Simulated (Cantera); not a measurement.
## Thermodynamics of silicon epitaxy and polysilicon growth, feed Si3H8 + Cl2 + H2

Charge: 1 mol Si3H8, 0.37 mol Cl2, 4 mol H2, at 36.0 mbar.

Method: chemical equilibrium by Gibbs-energy minimisation in Cantera with the NASA 1993 tables (ideal gas, pure condensed phases). Candidate condensed phases: Si; 19 gas species. The feed counts by its element totals alone. The tables' values for SiCl3 are old estimates; treat these amounts as uncertain. The numbers say what is thermodynamically allowed, not how fast it happens.

| T (K) | x H2 | x HCl | x SiCl4 | x SiHCl3 | x SiCl2 | x SiCl3 | x SiH2Cl2 | x SiH3Cl | n Si(s) |
|---|---|---|---|---|---|---|---|---|---|
| 800 | 0.974 | 0.00208 | 0.0167 | 0.00706 | 4.55e-6 | 2.61e-5 | 0.000242 | 1.91e-6 | 2.80 |
| 825 | 0.973 | 0.00287 | 0.0165 | 0.00694 | 9.36e-6 | 4.19e-5 | 0.000246 | 2.04e-6 | 2.81 |
| 850 | 0.973 | 0.00388 | 0.0164 | 0.00681 | 1.84e-5 | 6.51e-5 | 0.000249 | 2.17e-6 | 2.81 |
| 875 | 0.972 | 0.00515 | 0.0161 | 0.00666 | 3.47e-5 | 9.83e-5 | 0.000252 | 2.29e-6 | 2.81 |
| 900 | 0.971 | 0.00671 | 0.0158 | 0.00649 | 6.30e-5 | 0.000144 | 0.000253 | 2.41e-6 | 2.81 |
| 925 | 0.969 | 0.00860 | 0.0154 | 0.00630 | 0.000110 | 0.000207 | 0.000253 | 2.52e-6 | 2.82 |
| 950 | 0.967 | 0.0109 | 0.0149 | 0.00608 | 0.000186 | 0.000288 | 0.000252 | 2.62e-6 | 2.82 |
| 975 | 0.965 | 0.0135 | 0.0142 | 0.00583 | 0.000304 | 0.000391 | 0.000250 | 2.70e-6 | 2.83 |
| 1000 | 0.963 | 0.0165 | 0.0135 | 0.00554 | 0.000482 | 0.000518 | 0.000246 | 2.78e-6 | 2.83 |
| 1025 | 0.961 | 0.0199 | 0.0126 | 0.00522 | 0.000739 | 0.000668 | 0.000240 | 2.84e-6 | 2.84 |
| 1050 | 0.958 | 0.0237 | 0.0116 | 0.00486 | 0.00110 | 0.000839 | 0.000232 | 2.88e-6 | 2.85 |
| 1075 | 0.954 | 0.0279 | 0.0105 | 0.00446 | 0.00159 | 0.00102 | 0.000222 | 2.90e-6 | 2.85 |
| 1100 | 0.951 | 0.0322 | 0.00922 | 0.00402 | 0.00222 | 0.00121 | 0.000210 | 2.90e-6 | 2.86 |
| 1125 | 0.947 | 0.0367 | 0.00790 | 0.00355 | 0.00301 | 0.00139 | 0.000195 | 2.87e-6 | 2.87 |
x: gas mole fraction; n: condensed amount in mol.

From 800 K to 1125 K the condensed part is Si(s). The main Si-bearing gas is SiCl4 throughout.
